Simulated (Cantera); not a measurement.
Hydrocarbon pyrolysis for carbon deposition

A perfectly stirred reactor is fed with 3.12 % C3H8, 96.9 % H2, at 0.520 bar; it is held at 1075 K, and followed from long to short residence time.

Computed with Cantera and GRI-Mech 3.0 (53 species, 325 reactions). GRI-Mech 3.0 was tuned for natural gas; its chemistry of propane as a main component is partial and can be far from experiment. GRI-Mech 3.0 stops at C3 and has no aromatics, soot or wall deposition, so with more carbon than oxygen in the feed, carbon stays in small species such as C2H2 where larger ones or solid carbon would form.

```csv
τ (s),x C3H8,x H2,x CH2,x C2H,x H,x C2H4
1.3,0.00202,0.938,<1e-12,<1e-12,6.85e-7,0.0197
0.67,0.00327,0.940,<1e-12,<1e-12,7.86e-7,0.0201
0.35,0.00509,0.943,<1e-12,<1e-12,9.03e-7,0.0198
0.19,0.00750,0.946,<1e-12,<1e-12,1.02e-6,0.0189
0.098,0.0110,0.949,1.38e-12,<1e-12,1.15e-6,0.0170
0.051,0.0154,0.954,2.19e-12,<1e-12,1.24e-6,0.0140
0.027,0.0199,0.958,3.10e-12,<1e-12,1.29e-6,0.0104
0.014,0.0241,0.962,3.86e-12,<1e-12,1.30e-6,0.00671
0.0075,0.0271,0.965,4.16e-12,<1e-12,1.26e-6,0.00398
0.0040,0.0290,0.967,3.90e-12,<1e-12,1.17e-6,0.00213
0.0021,0.0302,0.968,3.03e-12,<1e-12,1.00e-6,0.00101
```
x: mole fraction; the columns are a selection and need not sum to one.
